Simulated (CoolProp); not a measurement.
A simple Rankine cycle with cyclopentane: condensing at 303.15 K, boiler at 0.299 MPa, turbine inlet 374.7 K, turbine efficiency 0.75, pump efficiency 0.8, no recuperator. Each further row changes one setting.

Model: reference Helmholtz-energy equation of state, Gedanitz 2015, in CoolProp.

| case | thermal efficiency (%) | net work (kJ/kg) | heat in (kJ/kg) | turbine exit temperature (K) | volume ratio over the turbine |
|---|---|---|---|---|---|
| as stated | 10.5 | 52.0 | 495 | 333.9 | 5.47 |
| turbine inlet 394.7 K | 10.5 | 55.5 | ? | 354.9 | 5.47 |
| condensing temperature 295.15 K | ? | 60.6 | 510 | 327.2 | 7.35 |
| boiler pressure 0.209 MPa | 8.5 | ? | 498 | 342.9 | ? |
| turbine efficiency 0.65 | 9.1 | 45.0 | 495 | 339.0 | 5.55 |

### Question
Complete the blanks.

### Answer

- turbine inlet 394.7 K, heat in (kJ/kg): 529
- condensing temperature 295.15 K, thermal efficiency (%): 11.9
- boiler pressure 0.209 MPa, net work (kJ/kg): 42.6
- boiler pressure 0.209 MPa, volume ratio over the turbine: 3.84
